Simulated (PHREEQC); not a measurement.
Dissolve 102 mmol/kgw BaCl2 and 0.1 mmol/kgw NaHCO3 at 25 °C. Closed to the air; pH follows from the charge balance.

All values are PHREEQC results (ion-association model, phreeqc.dat), not measurements.

The pH comes out as 7.66 and the ionic strength is 0.306 mol/kgw. The specific conductance is 19200 µS/cm. The density comes out as 1.016 g/cm³. The total alkalinity is 0.100 meq/kg.

```csv
species,molality,activity,log γ
Cl-,0.204,0.140,-0.165
Ba+2,0.102,0.0252,-0.607
Na+,0.000100,7.30e-5,-0.137
HCO3-,7.72e-5,5.56e-5,-0.142
BaHCO3+,1.83e-5,1.34e-5,-0.135
CO2,2.58e-6,2.77e-6,0.031
BaCO3,1.44e-6,1.54e-6,0.031
OH-,6.80e-7,4.57e-7,-0.172
CO3-2,4.39e-7,1.18e-7,-0.570
BaOH+,5.42e-8,3.86e-8,-0.148
```

This is a speciation only: nothing precipitates in the calculation. Species that the database lacks are ignored.
